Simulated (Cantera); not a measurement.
A Cantera script and its output.

```python
import numpy as np
import cantera as ct

gas = ct.Solution("gri30.yaml")
gas.TPX = 1200, 1000000, {'CH4': 1, 'C2H6': 0.28, 'C3H8': 1.3, 'O2': 21.1, 'N2': 79.2}
reactor = ct.IdealGasReactor(gas, energy="on", clone=False)
net = ct.ReactorNet([reactor])
net.rtol, net.atol = 1e-08, 1e-16
show = ['CH4', 'C2H6', 'C3H8', 'CO', 'C2H2', 'C2H', 'NO']
times = np.geomspace(6e-06, 4, 12)

steps = ct.SolutionArray(gas, extra=["t"])
rows = []
print(f"{'t/s':>10s}{'T/K':>9s}{'P/Pa':>11s}" + "".join(f"{s:>11s}" for s in show))
for t in times:
    while net.time < t:
        t_next = net.step()
        steps.append(gas.state, t=t_next)
    rows.append([np.interp(t, steps.t, y) for y in (steps.T, steps.P, *steps(*show).X.T)])
    print(f"{t:10.3e}{rows[-1][0]:9.1f}{rows[-1][1]:11.4g}" + "".join(f"{x:11.3e}" for x in rows[-1][2:]))
rate = np.gradient(steps.T, steps.t)
print("integrator steps:", len(steps.t))
if steps.T.max() > steps.T[0] + 200:
    print(f"time of steepest temperature rise: {steps.t[rate.argmax()]:.4e} s")
gas.TPX = 1200, 1000000, {'CH4': 1, 'C2H6': 0.28, 'C3H8': 1.3, 'O2': 21.1, 'N2': 79.2}
gas.equilibrate("UV")
print(f"equilibrium (UV): T = {gas.T:.1f} K  " + "  ".join(f"{s} {gas[s].X[0]:.3e}" for s in show))
```

Output:

```
       t/s      T/K       P/Pa        CH4       C2H6       C3H8         CO       C2H2        C2H         NO
 6.000e-06   1200.0      1e+06  9.720e-03  2.722e-03  1.264e-02  1.003e-11  6.447e-14  2.887e-24  3.113e-19
 2.030e-05   1200.0      1e+06  9.720e-03  2.721e-03  1.263e-02  5.053e-10  2.006e-12  4.004e-22  2.740e-18
 6.871e-05   1200.0      1e+06  9.722e-03  2.719e-03  1.262e-02  4.955e-08  1.630e-10  2.232e-19  7.403e-17
 2.325e-04   1200.8  1.001e+06  9.726e-03  2.703e-03  1.241e-02  6.196e-06  2.253e-08  1.272e-16  3.607e-15
 7.869e-04   1262.5  1.061e+06  9.016e-03  1.892e-03  6.868e-03  3.003e-03  1.744e-05  1.141e-11  4.567e-12
 2.663e-03   2408.3  2.039e+06  1.071e-19  2.381e-36 -4.986e-52  7.738e-04  1.881e-24  3.042e-26  3.359e-03
 9.012e-03   2392.3  2.025e+06  8.558e-20  1.568e-36  6.598e-53  7.190e-04  1.256e-24  1.918e-26  9.534e-03
 3.050e-02   2384.1  2.018e+06  7.596e-20  1.260e-36  4.797e-53  6.919e-04  1.015e-24  1.505e-26  1.271e-02
 1.032e-01   2383.8  2.017e+06  7.568e-20  1.251e-36  4.749e-53  6.911e-04  1.009e-24  1.494e-26  1.281e-02
 3.493e-01   2383.8  2.017e+06  7.568e-20  1.251e-36  4.749e-53  6.911e-04  1.009e-24  1.494e-26  1.281e-02
 1.182e+00   2383.8  2.017e+06  7.568e-20  1.251e-36  4.749e-53  6.911e-04  1.009e-24  1.494e-26  1.281e-02
 4.000e+00   2383.8  2.017e+06  7.568e-20  1.251e-36  4.749e-53  6.911e-04  1.009e-24  1.494e-26  1.281e-02
integrator steps: 2003
time of steepest temperature rise: 8.3053e-04 s
equilibrium (UV): T = 2383.8 K  CH4 1.127e-19  C2H6 2.107e-36  C3H8 8.851e-53  CO 6.911e-04  C2H2 1.198e-24  C2H 1.668e-26  NO 1.281e-02
```

Model: GRI-Mech 3.0 (53 species, 325 reactions), integrated in Cantera. GRI-Mech 3.0 was tuned for natural gas; its chemistry of propane as a main component is partial and can be far from experiment.
